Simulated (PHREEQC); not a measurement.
1 kg of water holding 0.027 mol KCl, 0.28 mol Na2SO4, 0.5 mol NaHCO3 and 0.45 mol Na2CO3 is evaporated at 30 °C; the solids stay in contact with the brine. The system is closed to CO2. Solids allowed: Arcanite, Burkeite, Glaserite, Halite, Kalicinite, Mirabilite, Misenite, Nahcolite, Natron, Sylvite, Thenardite, Trona. Others were left out.

The series has 13 steps of water left (kg), from 1 to 0.0817.

All values are PHREEQC results (Pitzer model, pitzer.dat), not measurements.

### Question
Which solids form, in which order, and at which step of the series does each first stand?

### Answer
Nahcolite from water left = 0.5552 kg (pH 9.32); Trona from water left = 0.2518 kg (pH 9.70); Thenardite from water left = 0.0817 kg (pH 9.54).

Species that the database lacks are ignored.
